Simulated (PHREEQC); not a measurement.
## Buffer: an equilibrium model

Consider water at 25 °C with 14 mmol/kgw HF and 1.7 mmol/kgw Na2HPO4. Closed to the air; pH follows from the charge balance.

Equilibrium calculation in PHREEQC: ion-association model, phreeqc.dat.

Each row changes one thing in this solution. Precipitation was switched off in this run.

```csv
case,pH,ionic strength (mol/kgw)
as made,2.73,0.00537
temperature from 25 to 55 °C,2.89,___
Na2HPO4 from 0.0017 to 0.00153 mol/kgw,2.72,0.00511
temperature from 25 to 40 °C,2.81,0.00507
0.018 mol/kgw KHF2 added,2.96,0.0226
Na2HPO4 left out,___,___
HF from 0.014 to 0.028 mol/kgw,2.51,0.00677
HF left out,___,0.00507
HF replaced by KHF2 at the same molality,3.27,0.0180
```

Q: Fill in the missing entries.

A: 
- temperature from 25 to 55 °C, ionic strength (mol/kgw): 0.00479
- Na2HPO4 left out, pH: 2.56
- Na2HPO4 left out, ionic strength (mol/kgw): 0.00292
- HF left out, pH: 9.13

At this temperature some constants are extrapolated from 25 °C, and those without enthalpy data are left unchanged.
